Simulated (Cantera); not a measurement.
An adiabatic, constant-pressure homogeneous reactor starts with CO : H2 : CH4 : O2 : N2 = 1 : 0.14 : 0.5 : 2.24 : 8.43 (molar parts), at 1198 K and 3750 Torr. Integrator tolerance rtol = 1e-08.

Model: GRI-Mech 3.0 (53 species, 325 reactions), integrated in Cantera.

Problem. What does this change do: 0.049 parts C2H6 added?

Solution. 
```json
[
 {"quantity": "time of steepest temperature rise", "before": "0.895 ms", "after": "0.581 ms"},
 {"quantity": "temperature at 2.00 s", "before": "2557 K", "after": "2621 K"},
 {"quantity": "equilibrium temperature", "before": "2557 K", "after": "2621 K"},
 {"quantity": "x(CO) at 2.00 s", "before": "0.0111 (gas-phase equilibrium 0.0111)", "after": "0.0173 (gas-phase equilibrium 0.0173)"},
 {"quantity": "x(H2) at 2.00 s", "before": "0.00137 (gas-phase equilibrium 0.00137)", "after": "0.00228 (gas-phase equilibrium 0.00228)"},
 {"quantity": "x(CH4) at 2.00 s", "before": "<1e-12 (gas-phase equilibrium <1e-12)", "after": "<1e-12 (gas-phase equilibrium <1e-12)"},
 {"quantity": "x(NO) at 2.00 s", "before": "0.0122 (gas-phase equilibrium 0.0122)", "after": "0.0119 (gas-phase equilibrium 0.0119)"},
 {"quantity": "x(HO2) at 2.00 s", "before": "8.47e-6 (gas-phase equilibrium 8.47e-6)", "after": "8.64e-6 (gas-phase equilibrium 8.64e-6)"},
 {"quantity": "x(CO2) at 2.00 s", "before": "0.115 (gas-phase equilibrium 0.115)", "after": "0.116 (gas-phase equilibrium 0.116)"}
]
```
